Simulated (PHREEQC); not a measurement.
0.11 g of hydrous ferric oxide (600 m²/g; 0.2 weak and 0.005 strong sites per Fe, Dzombak-Morel constants, diffuse double layer) in 1 kg of water with 0.005 mol/kgw of an inert sodium salt, at 25 °C; the pH is set by adding NaOH or the inert anion's acid. Oxygen is held at 0.21 atm. CO2 from the air is kept out. Nothing may precipitate in this run.

The numbers come from PHREEQC with the ion-association model, wateq4f.dat.

```tsv
pH	surface charge σ (C/m²)	surface potential ψ (mV)
3	0.303	215
3.67	0.222	203
4.33	0.148	183
5	0.090	158
5.67	0.051	129
6.33	[?]	97
7	[?]	[?]
7.67	0.004	25
8.33	-0.002	[?]
9	[?]	-50
9.67	[?]	-86
10.33	[?]	-119
11	-0.081	-148
```

Question: What belongs in the gaps?

Answer: 
- 6.33, surface charge σ (C/m²): 0.027
- 7, surface charge σ (C/m²): 0.013
- 7, surface potential ψ (mV): 62
- 8.33, surface potential ψ (mV): -12
- 9, surface charge σ (C/m²): -0.009
- 9.67, surface charge σ (C/m²): -0.021
- 10.33, surface charge σ (C/m²): -0.042

Complexes and solids missing from the database can't appear. The oxide is taken as insoluble; below pH 4 it would dissolve.
